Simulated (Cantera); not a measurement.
Charge: 1 mol PH3, 0.36 mol O2, equilibrated at 12.0 bar.

Method: chemical equilibrium by Gibbs-energy minimisation in Cantera with the NASA 1993 tables (ideal gas, pure condensed phases). Candidate condensed phases: H2O, P, P4O10; 17 gas species. Gases not in the tables: HPO2, HPO3 and P4O6. The numbers say what is thermodynamically allowed, not how fast it happens.

Q: At 1825 K, list the 5 most abundant gas species with their mole fractions, and the condensed phases.

A: H2 0.450, H2O 0.302, P2 0.188, P4 0.0218, PO2 0.0207. Condensed: gas only.
